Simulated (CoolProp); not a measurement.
Vapour-liquid equilibrium of n-heptane (1) + n-dodecane (2) at 34.9 kPa; x and y are mole fractions of (1).

The numbers come from the multi-fluid Helmholtz-energy mixture model, Span 2003 and Lemmon 2004; pair parameters Bell 2016 in CoolProp.

```csv
x,"bubble temperature, mixture model (°C)","bubble temperature, Raoult's law (°C)","y, mixture model","y, Raoult's law"
0.05,155.4,151.9,0.494,0.557
0.15,126.3,123.5,0.841,0.862
0.25,108.6,107.4,0.933,0.939
0.35,96.9,96.7,0.966,0.968
0.45,88.6,88.9,0.981,0.981
0.55,82.4,82.9,0.989,0.989
0.65,77.6,78.0,0.993,0.993
0.75,73.6,73.8,0.996,0.996
0.85,70.3,70.3,0.998,0.998
0.95,67.3,67.3,0.999,0.999
```

The largest gap from Raoult's law is +3.5 K in bubble temperature, at x = 0.05. No azeotrope shows between x = 0.05 and 0.95.

The pair parameters rest on a limited set of measurements; away from them the model extrapolates. The gap from Raoult's law changes sign with composition, which may be real or a fault of the pair parameters; it wasn't checked against measurements.
